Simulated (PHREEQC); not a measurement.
Solution (10 °C): 23 mmol/kgw NH3 and 0.032 mmol/kgw H4SiO4. Closed to the air; pH follows from the charge balance.

Model: ion-association model, phreeqc.dat, run in PHREEQC.

Each row changes one thing in this solution. Precipitation was switched off in this run.

| case | pH | ionic strength (mol/kgw) | H3SiO4- (mol/kgw) | H4SiO4 (mol/kgw) | SI of Quartz (SiO2) |
|---|---|---|---|---|---|
| as made | 11.29 | 0.000627 | 3.01e-5 | 1.79e-6 | -1.53 |
| NH3 left out | 7.13 | 7.48e-8 | 3.54e-8 | 3.20e-5 | -0.28 |
| 0.0053 mol/kgw KHF2 added | 10.29 | 0.0107 | 2.06e-5 | 1.14e-5 | -0.73 |
| temperature from 10 to 70 °C | 9.59 | 0.000669 | 2.11e-5 | 1.08e-5 | -1.56 |
| H4SiO4 from 3.2e-05 to 3.52e-05 mol/kgw | 11.29 | 0.000628 | 3.31e-5 | 1.97e-6 | -1.49 |
| H4SiO4 replaced by Na2SiO3 at the same molality | 11.32 | 0.000660 | 3.01e-5 | 1.70e-6 | -1.56 |
| NH3 from 0.023 to 0.115 mol/kgw | 11.65 | 0.00141 | 3.08e-5 | 7.93e-7 | -1.89 |
| H4SiO4 replaced by Na2SiF6 at the same molality | 11.25 | 0.000760 | 2.99e-5 | 1.97e-6 | -1.49 |
| NH3 from 0.023 to 0.0207 mol/kgw | 11.27 | 0.000594 | 3.00e-5 | 1.89e-6 | -1.51 |

Complexes and solids missing from the database can't appear. Constants without temperature data keep their 25 °C values here. SiF6-2 is the database's only silicon fluoride.
